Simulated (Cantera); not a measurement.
A freely propagating, adiabatic, planar premixed flame of 10.1 % CH4, 0.872 % CO, 20.7 % O2, 68.3 % N2, equivalence ratio 1.0, unburnt at 523 K and 0.109 atm; mixture-averaged transport, grid criteria slope 0.08 and curve 0.16, no radiation.

Computed with Cantera and GRI-Mech 3.0 (53 species, 325 reactions). Burning velocities carry a grid error of a few per cent, more on coarse grids.

Problem. Predict: laminar burning velocity; thermal thickness; peak x(C2H2); peak x(OH).

Solution. 
```
Item                        Result
------------------------  --------
laminar burning velocity  175 cm/s
thermal thickness          2.17 mm
peak x(C2H2)              0.000135
peak x(OH)                  0.0132
```
